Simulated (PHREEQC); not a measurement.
## Nickel, zinc or cadmium bath (model solution)

Consider water at 25 °C with 44 mmol/kgw CdSO4, 27 mmol/kgw NaCl and 0.21 mmol/kgw HCl. Closed to the air; pH follows from the charge balance.

The numbers come from PHREEQC with the ion-association model, phreeqc.dat.

No solid was allowed to form.

**Question.** Predict the pH.

**Answer.** pH 4.03.

**Question.** In which forms is Na present?

**Answer.** Na+ 96 %, NaSO4- 3.8 % of the Na.

Complexes and solids missing from the database can't appear.
